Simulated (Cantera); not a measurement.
# Thermodynamics of abatement and gas-phase synthesis, feed NH₃ + SO₂ + N₂

Input: 1 mol NH₃, a varied amount of SO₂, 2.5 mol N₂, held at 2525 K and 0.0133 bar.

These are equilibrium values from Cantera (NASA tables, ideal gas, pure condensed phases), not measurements of a reactor. Candidate condensed phases: H₂O, H₂SO₄, S; 35 gas species. Equilibrium is a limit: real reactors are often held back by kinetics, nucleation or transport.

```csv
n(SO₂) (mol),x N₂,x H₂,x H,x H₂O,x SO,x SO₂,x S,x OH
0.0039,0.626,0.250,0.122,0.00140,1.52e-5,8.88e-8,0.000647,0.000145
0.0093,0.625,0.248,0.121,0.00330,8.30e-5,1.15e-6,0.00149,0.000343
0.022,0.623,0.244,0.120,0.00755,0.000426,1.38e-5,0.00328,0.000792
0.054,0.620,0.232,0.117,0.0172,0.00212,0.000163,0.00685,0.00184
0.13,0.611,0.211,0.112,0.0354,0.00856,0.00150,0.0122,0.00399
0.31,0.589,0.175,0.102,0.0629,0.0265,0.00992,0.0176,0.00778
0.74,0.540,0.127,0.0867,0.0916,0.0604,0.0453,0.0201,0.0133
```
x: gas mole fraction; nothing condenses.

From 0.0039 mol SO₂ to 0.74 mol SO₂ nothing is condensed.
